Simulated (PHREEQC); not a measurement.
0.1 mol of Fluorite (CaF2) is brought to equilibrium with 1 kg of water holding 0.0065 mol NaCl, with rising amounts of NH4HS, at 35 °C. No oxygen is let in. The system is closed to CO2. The run lets Fluorite, Halite precipitate or redissolve, and no other solid.

Model: ion-association model, phreeqc.dat, run in PHREEQC.

| NH4HS added (mol) | pH | dissolved Ca (mol/kgw) | dissolved F (mol/kgw) | H2S (mol/kgw) |
|---|---|---|---|---|
| 0 | 6.96 | 0.000240 | 0.000480 | 0 |
| 0.005 | 7.89 | 0.000251 | 0.000501 | 0.000358 |
| 0.01 | 7.89 | 0.000259 | 0.000518 | 0.000701 |
| 0.015 | 7.89 | 0.000266 | 0.000533 | 0.00104 |
| 0.02 | 7.89 | 0.000273 | 0.000546 | 0.00136 |
| 0.025 | 7.89 | 0.000279 | 0.000557 | 0.00168 |
| 0.03 | 7.89 | 0.000284 | 0.000568 | 0.00199 |
| 0.035 | 7.89 | 0.000289 | 0.000577 | 0.00230 |
| 0.04 | 7.89 | 0.000293 | 0.000586 | 0.00260 |
| 0.045 | 7.89 | 0.000297 | 0.000595 | 0.00290 |
| 0.05 | 7.89 | 0.000301 | 0.000603 | 0.00320 |
| 0.055 | 7.89 | 0.000305 | 0.000610 | 0.00349 |
| 0.06 | 7.89 | 0.000309 | 0.000617 | 0.00377 |

Species that the database lacks are ignored.
